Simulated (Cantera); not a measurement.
Charge: 1 mol Fe2O3, 1.4 mol CO, 8.2 mol N2, held at 1000 °C and 100000 Pa.

Cantera equilibrium calculation (NASA polynomials, part measured and part estimated; ideal gas, pure solids and liquids). Candidate condensed phases: C, Fe, Fe(CO)5, FeO, Fe2O3, Fe3O4; 27 gas species. The tables' stoichiometric FeO is somewhat more stable than real wüstite, so its field is too wide. FeO: taken at fixed stoichiometry. Equilibrium is a limit: real reactors are often held back by kinetics, nucleation or transport.

Base state: N2 0.854, CO2 0.104, CO 0.0417 (mole fractions); condensed: FeO(s).

### Question
What changes in the equilibrium state with this change: CO from 1.4 to 0.63 mol?

### Answer
```json
[
 {"species": "N2", "before": "0.854", "after": "0.929"},
 {"species": "CO2", "before": "0.104", "after": "0.0677"},
 {"species": "CO", "before": "0.0417", "after": "0.00362"},
 {"species": "FeO(s), mol", "before": "2.00", "after": "0.794"},
 {"species": "Fe3O4(s), mol", "before": "0", "after": "0.402"}
]
```
Mutual solubility and eutectic melting of coexisting phases are not modelled.
